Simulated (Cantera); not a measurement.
An isothermal, constant-pressure homogeneous reactor starts with CH4 : H2O = 1 : 1.6 (molar parts), at 1550 K and 7500 Torr.

Detailed kinetics in Cantera: GRI-Mech 3.0 (53 species, 325 reactions).

Q: Predict: x(CH4) at 9.00 s; x(H2O) at 9.00 s; x(CH3) at 9.00 s; x(H2) at 9.00 s.

A: x(CH4) at 9.00 s: 0.0820 (gas-phase equilibrium 0.000123)
x(H2O) at 9.00 s: 0.220 (gas-phase equilibrium 0.118)
x(CH3) at 9.00 s: 2.29e-5 (gas-phase equilibrium 3.07e-8)
x(H2) at 9.00 s: 0.528 (gas-phase equilibrium 0.665)
